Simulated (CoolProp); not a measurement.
A closed Brayton cycle with carbon dioxide: compressor inlet 324.15 K and 8.1 MPa, high pressure 22.4 MPa, turbine inlet 795 K, compressor efficiency 0.89, turbine efficiency 0.9, recuperator effectiveness 0.8 (on enthalpy, no pinch check). Each further row changes one setting.

Values from CoolProp's reference Helmholtz-energy equation of state, Span 1996.

| case | thermal efficiency (%) | net work (kJ/kg) | compressor to turbine work | compressor exit (K) | turbine exit (K) |
|---|---|---|---|---|---|
| as stated | 29.1 | 77.2 | 0.39 | 408.5 | 676.4 |
| turbine inlet 745 K | 27.6 | [?] | [?] | 408.5 | 630.8 |
| compressor inlet 334.15 K | 28.1 | [?] | 0.44 | [?] | 676.4 |
| high pressure 19 MPa | 27.4 | [?] | [?] | 394.5 | 695.1 |
| recuperator effectiveness 0.5 | 21.6 | 77.2 | 0.39 | 408.5 | 676.4 |

### Question
What belongs in the gaps?

### Answer

- turbine inlet 745 K, net work (kJ/kg): 67.9
- turbine inlet 745 K, compressor to turbine work: 0.43
- compressor inlet 334.15 K, net work (kJ/kg): 71.0
- compressor inlet 334.15 K, compressor exit (K): 424.3
- high pressure 19 MPa, net work (kJ/kg): 67.7
- high pressure 19 MPa, compressor to turbine work: 0.38
